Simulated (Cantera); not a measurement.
An isothermal, constant-pressure homogeneous reactor starts with 4.55 % C₃H₈, 95.5 % H₂, at 1000 K and 1.00 bar.

Model: GRI-Mech 3.0 (53 species, 325 reactions), integrated in Cantera. GRI-Mech 3.0 was tuned for natural gas; its chemistry of propane as a main component is partial and can be far from experiment. GRI-Mech 3.0 stops at C3 and has no aromatics, soot or wall deposition, so with more carbon than oxygen in the feed, carbon stays in small species such as C2H2 where larger ones or solid carbon would form.

Q: Predict: x(C₃H₈) at 100 s; x(H₂) at 100 s; x(C₂H₄) at 100 s; x(C₂H₆) at 100 s; x(C₂H₂) at 100 s.

A: 
```json
{
  "x(C₃H₈) at 100 s": "4.69e-6 (gas-phase equilibrium 3.85e-10)",
  "x(H₂) at 100 s": "0.895 (gas-phase equilibrium 0.864)",
  "x(C₂H₄) at 100 s": "0.00895 (gas-phase equilibrium 1.64e-6)",
  "x(C₂H₆) at 100 s": "0.0214 (gas-phase equilibrium 3.80e-6)",
  "x(C₂H₂) at 100 s": "1.99e-5 (gas-phase equilibrium 3.71e-9)"
}
```
